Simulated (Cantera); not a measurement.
Feed: 1 mol HMDSO, 0.26 mol N2O, 1.6 mol N2, equilibrated at 20.0 Pa.

Equilibrium computed with Cantera from the NASA thermochemical tables; the gas is ideal and each condensed phase is pure. Candidate condensed phases: C, C6H6, C7H8, C8H18, H2O, Si, SiC, SiO2, Si2N2O, Si3N4; 151 gas species. The feed counts by its element totals alone. Mutual solubility and eutectic melting of coexisting phases are not modelled. Kinetics and transport are ignored.

log p: log10 of the partial pressure in bar; n: condensed amount in mol.

```json
[
 {"T (K)": "1000", "log p H2": "-3.75", "log p N2": "-4.77", "log p CO": "-5.29", "log p H": "?", "n C(graphite)": "5.74", "n Si2N2O(s)": "1.00", "n SiC(s)": "0"},
 {"T (K)": "1025", "log p H2": "-3.75", "log p N2": "-4.77", "log p CO": "-5.29", "log p H": "?", "n C(graphite)": "5.74", "n Si2N2O(s)": "1.00", "n SiC(s)": "0"},
 {"T (K)": "1050", "log p H2": "-3.75", "log p N2": "-4.77", "log p CO": "-5.29", "log p H": "?", "n C(graphite)": "5.74", "n Si2N2O(s)": "1.00", "n SiC(s)": "0"},
 {"T (K)": "1075", "log p H2": "-3.75", "log p N2": "-4.77", "log p CO": "-5.29", "log p H": "?", "n C(graphite)": "5.74", "n Si2N2O(s)": "1.00", "n SiC(s)": "0"},
 {"T (K)": "1100", "log p H2": "-3.75", "log p N2": "-4.77", "log p CO": "-5.29", "log p H": "?", "n C(graphite)": "5.74", "n Si2N2O(s)": "1.00", "n SiC(s)": "0"},
 {"T (K)": "1125", "log p H2": "-3.75", "log p N2": "-4.77", "log p CO": "-5.29", "log p H": "?", "n C(graphite)": "5.74", "n Si2N2O(s)": "1.000", "n SiC(s)": "0"},
 {"T (K)": "1150", "log p H2": "-3.75", "log p N2": "-4.77", "log p CO": "-5.29", "log p H": "?", "n C(graphite)": "5.74", "n Si2N2O(s)": "1.000", "n SiC(s)": "0"},
 {"T (K)": "1175", "log p H2": "-3.75", "log p N2": "-4.77", "log p CO": "-5.29", "log p H": "?", "n C(graphite)": "5.74", "n Si2N2O(s)": "1.000", "n SiC(s)": "0"},
 {"T (K)": "1200", "log p H2": "-3.75", "log p N2": "-4.77", "log p CO": "-5.29", "log p H": "?", "n C(graphite)": "5.74", "n Si2N2O(s)": "1.000", "n SiC(s)": "0"},
 {"T (K)": "1225", "log p H2": "-3.75", "log p N2": "-4.77", "log p CO": "-5.29", "log p H": "?", "n C(graphite)": "5.74", "n Si2N2O(s)": "1.000", "n SiC(s)": "0"},
 {"T (K)": "1250", "log p H2": "-3.75", "log p N2": "-4.77", "log p CO": "-5.29", "log p H": "?", "n C(graphite)": "5.74", "n Si2N2O(s)": "1.000", "n SiC(s)": "0"},
 {"T (K)": "1275", "log p H2": "-3.77", "log p N2": "-4.68", "log p CO": "-5.01", "log p H": "?", "n C(graphite)": "4.96", "n Si2N2O(s)": "0.739", "n SiC(s)": "0.522"},
 {"T (K)": "1300", "log p H2": "-3.83", "log p N2": "-4.51", "log p CO": "-4.68", "log p H": "?", "n C(graphite)": "2.74", "n Si2N2O(s)": "0", "n SiC(s)": "2.00"},
 {"T (K)": "1325", "log p H2": "-3.83", "log p N2": "-4.51", "log p CO": "-4.68", "log p H": "?", "n C(graphite)": "2.74", "n Si2N2O(s)": "0", "n SiC(s)": "2.00"}
]
```

Task: Fill in the missing entries.

Result: 
- 1000, log p H: -10.52
- 1025, log p H: -10.24
- 1050, log p H: -9.97
- 1075, log p H: -9.71
- 1100, log p H: -9.46
- 1125, log p H: -9.23
- 1150, log p H: -9.00
- 1175, log p H: -8.79
- 1200, log p H: -8.58
- 1225, log p H: -8.38
- 1250, log p H: -8.19
- 1275, log p H: -8.02
- 1300, log p H: -7.87
- 1325, log p H: -7.70
